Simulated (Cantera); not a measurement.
What does this Cantera script print?

```python
import numpy as np
import cantera as ct

gas = ct.Solution("gri30.yaml")
gas.TPX = 600, 13332, {'CH4': 1, 'O2': 1.6, 'N2': 7.67}
flame = ct.FreeFlame(gas, width=0.16)
flame.set_refine_criteria(ratio=3, slope=0.08, curve=0.16)
flame.transport_model = "mixture-averaged"
flame.solve(loglevel=0, auto=True)
z, T = flame.grid, flame.T
thick = (T[-1] - T[0]) / np.gradient(T, z).max()
show = ['CH4', 'O2', 'N2O', 'H2O', 'CH2CO', 'C2H4']
print(f"laminar burning velocity  {flame.velocity[0] * 100:.3f} cm/s")
print(f"burnt temperature         {T[-1]:.1f} K")
print(f"thermal thickness         {thick * 1e3:.4f} mm")
print(f"grid points               {len(z)}")
z0 = z[flame.heat_release_rate.argmax()]
print(f"{'z/mm':>9s}{'T/K':>9s}{'u/(m/s)':>9s}" + "".join(f"{s:>11s}" for s in show))
rows = []
for k in (-3, -2, -1.5, -1, -0.5, -0.25, 0, 0.25, 0.5, 1, 2, 4, 8):
    zz = z0 + k * thick
    rows.append([k * thick, np.interp(zz, z, T), np.interp(zz, z, flame.velocity),
                 *(np.interp(zz, z, flame.X[gas.species_index(s)]) for s in show)])
    print(f"{rows[-1][0] * 1e3:9.3f}{rows[-1][1]:9.1f}{rows[-1][2]:9.3f}" + "".join(f"{x:11.3e}" for x in rows[-1][3:]))
```

Result:

```
laminar burning velocity  118.664 cm/s
burnt temperature         2078.1 K
thermal thickness         2.5208 mm
grid points               161
     z/mm      T/K  u/(m/s)        CH4         O2        N2O        H2O      CH2CO       C2H4
   -7.562    600.1    1.189  9.720e-02  1.556e-01  1.721e-14  2.274e-05  1.423e-10  9.590e-09
   -5.042    601.9    1.196  9.671e-02  1.549e-01  5.300e-13  3.102e-04  5.473e-09  2.749e-07
   -3.781    610.9    1.219  9.563e-02  1.538e-01  4.937e-12  1.504e-03  6.212e-08  2.402e-06
   -2.521    677.5    1.364  9.026e-02  1.487e-01  7.412e-11  9.149e-03  1.344e-06  3.263e-05
   -1.260   1038.0    2.130  6.297e-02  1.190e-01  9.541e-10  4.660e-02  3.405e-05  3.723e-04
   -0.630   1388.5    2.885  3.420e-02  8.277e-02  2.546e-09  8.344e-02  1.088e-04  7.922e-04
    0.000   1706.0    3.580  9.315e-03  4.265e-02  4.821e-09  1.193e-01  1.098e-04  5.264e-04
    0.630   1851.5    3.894  1.085e-03  1.822e-02  5.914e-09  1.390e-01  2.320e-05  5.854e-05
    1.260   1886.5    3.961  7.189e-05  8.596e-03  5.876e-09  1.453e-01  1.634e-06  1.814e-06
    2.521   1901.6    3.979  2.670e-07  4.202e-03  4.973e-09  1.454e-01  6.496e-09  1.048e-09
    5.042   1912.7    3.992  3.867e-11  3.313e-03  4.354e-09  1.438e-01  2.648e-12  1.811e-14
   10.083   1926.5    4.016  2.748e-15  2.964e-03  4.189e-09  1.443e-01  4.649e-16  9.316e-19
   20.166   1947.8    4.054  3.459e-16  2.518e-03  4.073e-09  1.459e-01  4.565e-19  3.496e-24
```

Model: GRI-Mech 3.0 (53 species, 325 reactions), integrated in Cantera. Burning velocities carry a grid error of a few per cent, more on coarse grids.
